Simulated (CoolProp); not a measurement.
Properties of the fluoroketone C6F12O (FK-5-1-12) along the isobar 2010 kPa.

Model: reference Helmholtz-energy equation of state, McLinden 2015, in CoolProp.

```json
[
 {"T (K)": "322.1", "phase": "liquid", "cv (kJ/(kg K))": "0.9009", "Joule-Thomson coefficient (K/MPa)": "-0.2031"},
 {"T (K)": "335.7", "phase": "liquid", "cv (kJ/(kg K))": "0.9114", "Joule-Thomson coefficient (K/MPa)": "-0.1578"},
 {"T (K)": "349.4", "phase": "liquid", "cv (kJ/(kg K))": "0.9234", "Joule-Thomson coefficient (K/MPa)": "-0.09903"},
 {"T (K)": "363.1", "phase": "liquid", "cv (kJ/(kg K))": "0.9365", "Joule-Thomson coefficient (K/MPa)": "-0.02126"},
 {"T (K)": "376.8", "phase": "liquid", "cv (kJ/(kg K))": "0.9508", "Joule-Thomson coefficient (K/MPa)": "0.08589"},
 {"T (K)": "390.5", "phase": "liquid", "cv (kJ/(kg K))": "?", "Joule-Thomson coefficient (K/MPa)": "?"},
 {"T (K)": "404.2", "phase": "liquid", "cv (kJ/(kg K))": "0.9829", "Joule-Thomson coefficient (K/MPa)": "0.4942"},
 {"T (K)": "417.9", "phase": "liquid", "cv (kJ/(kg K))": "1.001", "Joule-Thomson coefficient (K/MPa)": "?"},
 {"T (K)": "431.6", "phase": "liquid", "cv (kJ/(kg K))": "?", "Joule-Thomson coefficient (K/MPa)": "?"},
 {"T (K)": "445.2", "phase": "supercritical", "cv (kJ/(kg K))": "?", "Joule-Thomson coefficient (K/MPa)": "19.44"},
 {"T (K)": "458.9", "phase": "supercritical", "cv (kJ/(kg K))": "1.057", "Joule-Thomson coefficient (K/MPa)": "15.97"},
 {"T (K)": "472.6", "phase": "supercritical", "cv (kJ/(kg K))": "1.053", "Joule-Thomson coefficient (K/MPa)": "11.62"},
 {"T (K)": "486.3", "phase": "supercritical", "cv (kJ/(kg K))": "1.057", "Joule-Thomson coefficient (K/MPa)": "9.322"},
 {"T (K)": "500", "phase": "supercritical", "cv (kJ/(kg K))": "1.065", "Joule-Thomson coefficient (K/MPa)": "7.829"}
]
```

Q: Complete the blanks.

A: 
- 390.5, cv (kJ/(kg K)): 0.9663
- 390.5, Joule-Thomson coefficient (K/MPa): 0.2427
- 417.9, Joule-Thomson coefficient (K/MPa): 0.9658
- 431.6, cv (kJ/(kg K)): 1.024
- 431.6, Joule-Thomson coefficient (K/MPa): 2.193
- 445.2, cv (kJ/(kg K)): 1.095
